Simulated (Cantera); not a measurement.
An isothermal, constant-pressure homogeneous reactor starts with CH4 : H2O : H2 = 1 : 0.8 : 0.21 (molar parts), at 1650 K and 54000 Pa. Integrator tolerance rtol = 1e-08.

Detailed kinetics in Cantera: GRI-Mech 3.0 (53 species, 325 reactions).

Question: What does this change do: pressure from 54000 Pa to 1500000 Pa?

Answer: 
| quantity | before | after |
|---|---|---|
| x(CH4) at 5.00 s | 0.0179 (gas-phase equilibrium 0.0100) | 0.0892 (gas-phase equilibrium 0.0525) |
| x(H2O) at 5.00 s | 0.0550 (gas-phase equilibrium 2.24e-6) | 0.0372 (gas-phase equilibrium 0.000301) |
| x(H2) at 5.00 s | 0.711 (gas-phase equilibrium 0.756) | 0.671 (gas-phase equilibrium 0.725) |
| x(CH2CO) at 5.00 s | 3.69e-6 (gas-phase equilibrium 1.58e-7) | 1.56e-6 (gas-phase equilibrium 8.98e-7) |
| x(O) at 5.00 s | 2.56e-11 (gas-phase equilibrium <1e-12) | 1.08e-12 (gas-phase equilibrium <1e-12) |
The pressure lies above the range GRI-Mech 3.0 was tuned for (to about 10 atm).

Question: What does this change do: pressure from 54000 Pa to 41000 Pa?

Answer: 
```json
[
 {"quantity": "x(CH4) at 5.00 s", "before": "0.0179 (gas-phase equilibrium 0.0100)", "after": "0.0163 (gas-phase equilibrium 0.00783)"},
 {"quantity": "x(H2O) at 5.00 s", "before": "0.0550 (gas-phase equilibrium 2.24e-6)", "after": "0.0608 (gas-phase equilibrium 1.66e-6)"},
 {"quantity": "x(H2) at 5.00 s", "before": "0.711 (gas-phase equilibrium 0.756)", "after": "0.708 (gas-phase equilibrium 0.758)"},
 {"quantity": "x(CH2CO) at 5.00 s", "before": "3.69e-6 (gas-phase equilibrium 1.58e-7)", "after": "4.49e-6 (gas-phase equilibrium 1.23e-7)"},
 {"quantity": "x(O) at 5.00 s", "before": "2.56e-11 (gas-phase equilibrium <1e-12)", "after": "3.61e-11 (gas-phase equilibrium <1e-12)"}
]
```
